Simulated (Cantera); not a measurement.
Feed: 1 mol Si, 0.26 mol N2O, 3.2 mol N2, held at 75.0 Torr.

These are equilibrium values from Cantera (NASA tables, ideal gas, pure condensed phases), not measurements of a reactor. Candidate condensed phases: Si, SiO2, Si2N2O, Si3N4; 16 gas species. Mutual solubility and eutectic melting of coexisting phases are not modelled. The numbers say what is thermodynamically allowed, not how fast it happens.

Task: Which condensed phases are stable at each of these points (T (K)): 925, 1125, 1325, 1525, 1725, 1925, 2125?

Result: 
```tsv
T (K)	condensed phases	Si condensed (%)
925	Si2N2O(s) + Si3N4(s)	100.0
1125	Si2N2O(s) + Si3N4(s)	100.0
1325	Si2N2O(s) + Si3N4(s)	100.0
1525	Si2N2O(s) + Si3N4(s)	100.0
1725	Si2N2O(s) + Si3N4(s)	99.9
1925	Si2N2O(s) + Si3N4(s)	94.8
2125	Si(l)	73.2
```

From 925 K to 1925 K the condensed part is Si2N2O(s) + Si3N4(s). At 2125 K the condensed part is Si(l).
